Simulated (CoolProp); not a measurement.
Properties of R1233zd(E) along the isobar 0.101 MPa.

Computed with CoolProp (reference Helmholtz-energy equation of state, Akasaka 2022).

| T (K) | phase | Z | cp (kJ/(kg K)) | speed of sound (m/s) | expansivity (1/kK) | fugacity coefficient |
|---|---|---|---|---|---|---|
| 387.8 | gas | 0.9846 | 0.9170 | 160.9 | 2.716 | 0.9848 |
| 394 | gas | 0.9854 | 0.9240 | 162.2 | 2.666 | 0.9856 |
| 400.2 | gas | 0.9861 | 0.9308 | 163.5 | 2.618 | 0.9863 |
| 406.4 | gas | 0.9869 | 0.9376 | 164.9 | 2.573 | 0.9870 |
| 412.7 | gas | 0.9875 | 0.9443 | … | 2.528 | 0.9877 |
| 418.9 | gas | 0.9881 | 0.9508 | 167.5 | 2.485 | 0.9883 |
| 425.1 | gas | 0.9887 | … | 168.7 | 2.445 | 0.9888 |
| 431.3 | gas | 0.9893 | … | 170.0 | 2.405 | 0.9894 |
| 437.6 | gas | 0.9898 | 0.9699 | 171.3 | 2.367 | 0.9899 |
| 443.8 | gas | 0.9903 | 0.9761 | 172.5 | 2.330 | 0.9904 |
| 450 | gas | 0.9907 | 0.9821 | 173.8 | 2.295 | 0.9908 |

Question: Fill in the missing entries.

Answer: 
- 412.7, speed of sound (m/s): 166.2
- 425.1, cp (kJ/(kg K)): 0.9573
- 431.3, cp (kJ/(kg K)): 0.9636
